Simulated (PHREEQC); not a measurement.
Solution (25 °C): 0.26 mol/kgw HF. Closed to the air; pH follows from the charge balance.

Model: ion-association model, wateq4f.dat, run in PHREEQC.

No solid was allowed to form.

**Question.** Predict the pH, ionic strength.

**Answer.** pH 1.92; ionic strength 0.0134 mol/kgw.

**Question.** In which forms is F present?

**Answer.** HF 54 %, H2F2 39 %, HF2- 3.6 %, F- 3.3 % of the F.

Species that the database lacks are ignored. wateq4f.dat counts part of the HF as a dimer, H2F2, which phreeqc.dat doesn't know; its constant is uncertain.
